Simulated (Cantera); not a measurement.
Input (Python, Cantera):

```python
import numpy as np
import cantera as ct

gas = ct.Solution("gri30.yaml")


def delay(T, t_max=10):
    gas.TPX = T, 500000, {'CH4': 1, 'O2': 1.67, 'N2': 6.27, 'H2O': 0.18}
    reactor = ct.IdealGasConstPressureReactor(gas, clone=False)
    net = ct.ReactorNet([reactor])
    net.rtol, net.atol = 1e-8, 1e-16
    while net.time < t_max:
        t_old, T_old = net.time, reactor.T
        net.step()
        if reactor.T > T + 400:  # ignition: a rise of 400 K
            return t_old + (T + 400 - T_old) / (reactor.T - T_old) * (net.time - t_old)
    return np.nan


taus = []
for T in [1098, 1173, 1248, 1323, 1398, 1473, 1548]:
    taus.append(delay(T))
    print(f"T0 = {T:6g} K   tau = {taus[-1]:.4e} s")
```

It prints:

```
T0 =   1098 K   tau = 4.3890e-02 s
T0 =   1173 K   tau = 1.5862e-02 s
T0 =   1248 K   tau = 6.1592e-03 s
T0 =   1323 K   tau = 2.5404e-03 s
T0 =   1398 K   tau = 1.1033e-03 s
T0 =   1473 K   tau = 5.0146e-04 s
T0 =   1548 K   tau = 2.3843e-04 s
```

Computed with Cantera and GRI-Mech 3.0 (53 species, 325 reactions).
